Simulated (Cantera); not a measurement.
Input: 1 mol Si2H6, 0.079 mol O2, 180 mol N2, 18 mol H2O, at 13.3 mbar.

Equilibrium computed with Cantera from the NASA thermochemical tables; the gas is ideal and each condensed phase is pure. Candidate condensed phases: H2O, Si, SiO2, Si2N2O, Si3N4; 35 gas species. The feed counts by its element totals alone. The tables hold silica as quartz up to 1696 K and as liquid above; real silica turns to tridymite and cristobalite and melts near 1996 K. Kinetics and transport are ignored.

Q: Which condensed phases are stable at each of these points (T (°C)): 775, 925, 1075, 1225, 1375, 1525, 1675?

A: 
```
T (°C)  condensed phases  Si condensed (%)
------  ----------------  ----------------
775       SiO2(β-quartz)             100.0
925       SiO2(β-quartz)             100.0
1075      SiO2(β-quartz)             100.0
1225      SiO2(β-quartz)             100.0
1375      SiO2(β-quartz)             100.0
1525     SiO2(condensed)              99.2
1675     SiO2(condensed)              89.2
```

From 775 °C to 1375 °C the condensed part is SiO2(β-quartz). From 1525 °C to 1675 °C the condensed part is SiO2(condensed).
